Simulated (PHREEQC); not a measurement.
PHREEQC input (ion-association model, wateq4f.dat):

```
SOLUTION_MASTER_SPECIES
  An  An-  0  An  62.0  # stands for a non-complexing anion
SOLUTION_SPECIES
  An- = An-
    -log_k 0
    -gamma 3.0 0
PHASES
  Fix_H+
    H+ = H+
    -log_k 0
SOLUTION 1
  temp 25
  units mmol/kgw
  pH 7 charge
  S(6) 0.15
  Zn 0.15
  Na 300
  An 300
END
SELECTED_OUTPUT 1
  -reset false
  -pH true
  -pe true
  -ionic_strength true
  -water true
  -totals Na S Zn S(-2) S(6)
  -molalities Hfo_wOH Hfo_wOH2+ Hfo_wO- Hfo_sOH Hfo_sOH2+ Hfo_sO- Hfo_sOZn+ Hfo_wOZn+ Hfo_wSO4- Hfo_wOHSO4-2
  -saturation_indices Zn(OH)2-e Zn4(OH)6SO4 Mirabilite Goslarite
USER_PUNCH 1
  -headings sigma psi
  10 PUNCH EDL("sigma", "Hfo"), EDL("psi", "Hfo")
PRINT
  -reset false
USE solution 1
SURFACE 1
  Hfo_wOH 0.00314607 600 1.4
  Hfo_sOH 7.86517e-05
EQUILIBRIUM_PHASES 1
  Fix_H+ -4 HAn 10
    -force_equality true
  O2(g) -0.68 10
END
# ... the last block is repeated for the other 12 points of pH, with NaOH or the acid as the point needs
```

Selected output (columns that matter, 13 of 13 rows; pH added in front):

```
pH	mu	Na	S	Zn	m_Hfo_wOH	m_Hfo_wOH2+	m_Hfo_wO-	m_Hfo_sOH	si_Zn(OH)2-e	si_Zn4(OH)6SO4	si_Mirabilite	si_Goslarite	sigma	psi
4	0.30197	0.3	7.9987e-06	0.00014983	0.00014644	0.0028574	1.7194e-07	3.8263e-06	-7.8716	-27.717	-6.0962	-8.2734	0.31901	0.11829
4.5	0.30176	0.3	1.0368e-05	0.00014848	0.00036102	0.0026442	1.1292e-06	9.2691e-06	-6.8754	-24.619	-5.9826	-8.1638	0.29215	0.11389
5	0.30152	0.3	1.6833e-05	0.00013906	0.00071981	0.0022874	5.1891e-06	1.6296e-05	-5.9038	-21.521	-5.7717	-7.9813	0.2482	0.10576
5.5	0.3012	0.3	3.2652e-05	0.00010847	0.0011674	0.0018413	1.6957e-05	1.5496e-05	-5.0117	-18.665	-5.4835	-7.801	0.19614	0.094183
6	0.30088	0.3	6.3768e-05	7.0465e-05	0.0016184	0.0013833	4.3374e-05	7.4038e-06	-4.1992	-16.124	-5.1924	-7.6974	0.14694	0.080343
6.5	0.3006	0.3	0.00010391	3.091e-05	0.0019894	0.0009717	9.3305e-05	3.3579e-06	-3.5575	-14.345	-4.9799	-7.8434	0.10522	0.065142
7	0.30038	0.3	0.00013358	6.7788e-06	0.0022265	0.00066405	0.00017102	2.5714e-06	-3.2179	-13.877	-4.8706	-8.3944	0.069629	0.048237
7.5	0.30024	0.3	0.00014593	1.0629e-06	0.0023355	0.00046313	0.0002698	2.5049e-06	-3.0279	-14.078	-4.8321	-9.1659	0.038449	0.029144
8	0.30032	0.30021	0.00014918	1.5976e-07	0.0023556	0.00032998	0.00038522	2.4981e-06	-2.8756	-14.46	-4.8221	-10.004	0.010679	0.0084954
8.5	0.30044	0.30044	0.00014985	3.079e-08	0.0023135	0.00023415	0.00052365	2.4495e-06	-2.7259	-14.859	-4.8196	-10.853	-0.016098	-0.012732
9	0.30057	0.3007	0.00014997	1.4701e-08	0.0022102	0.00015946	0.00070179	2.3396e-06	-2.5589	-15.191	-4.8187	-11.685	-0.045143	-0.033614
9.5	0.30075	0.30103	0.00014999	1.773e-08	0.0020291	0.0001001	0.00094227	2.148e-06	-2.3567	-15.382	-4.818	-12.483	-0.07962	-0.053425
10	0.30104	0.3015	0.00015	3.1255e-08	0.0017511	5.5543e-05	0.0012648	1.8541e-06	-2.101	-15.36	-4.817	-13.228	-0.12183	-0.071656
```
